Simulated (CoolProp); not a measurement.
Vapour-liquid equilibrium of methanol (1) + dimethyl carbonate (2) at 156.75 °C; x and y are mole fractions of (1).

Computed with CoolProp (multi-fluid Helmholtz-energy mixture model, de Reuck 1993 and Zhou 2011; pair parameters Bell 2016).

| x | bubble pressure (kPa) | y at the bubble point | dew pressure at overall composition x (kPa) | liquid density (mol/L) |
|---|---|---|---|---|
| 0.05 | 693.3 | 0.180 | [?] | 9.907 |
| 0.2 | [?] | [?] | 708.1 | 10.68 |
| 0.35 | 1169 | 0.601 | 841.4 | 11.62 |
| 0.5 | 1325 | 0.697 | 1020 | 12.79 |
| 0.65 | 1448 | 0.777 | [?] | [?] |
| 0.8 | 1546 | [?] | 1480 | 16.21 |
| 0.95 | 1618 | 0.958 | 1614 | 18.79 |

Task: What belongs in the gaps?

Result: 
- 0.05, dew pressure at overall composition x (kPa): 607.6
- 0.2, bubble pressure (kPa): 965.4
- 0.2, y at the bubble point: 0.459
- 0.65, dew pressure at overall composition x (kPa): 1249
- 0.65, liquid density (mol/L): 14.27
- 0.8, y at the bubble point: 0.858

No azeotrope shows between x = 0.05 and 0.95.

Pair parameters are fitted to limited data, so mixtures are less certain than the pure fluids.
